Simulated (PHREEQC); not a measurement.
Make-up at 20 °C: 0.0055 mol/kgw Li2CO3. Closed to the air; pH follows from the charge balance.

The numbers come from PHREEQC with the ion-association model, wateq4f.dat.

**Question.** The ionic strength comes out as 0.0157 mol/kgw. What activity coefficients do Li+, OH-, HCO3-, CO3-2 get?

**Answer.** Li+ 0.89, OH- 0.88, HCO3- 0.89, CO3-2 0.62.

No solid was allowed to form.
